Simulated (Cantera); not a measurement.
An isothermal, constant-pressure homogeneous reactor starts with 1.20 % H₂, 74.9 % O₂, 24.0 % N₂, equivalence ratio 0.0080, at 1075 K and 10.00 Torr.

Detailed kinetics in Cantera: the H2/O2 subset of GRI-Mech 3.0, which has no nitrogen chemistry. Radical loss at walls, strong at low pressure, is not modelled.

One state of this run: x H₂ = 0.000149; x O₂ = 0.740; x OH = 0.000692; x HO₂ = 1.91e-6; x H₂O₂ = 3.34e-8; x O = 0.00784. x: mole fraction; the columns are a selection and need not sum to one.

**Question.** Which value of t (s) does it belong to?
(A) 0.0219
(B) 1.95
(C) 8.00e-5
(D) 0.207

**Answer.** A, 0.0219
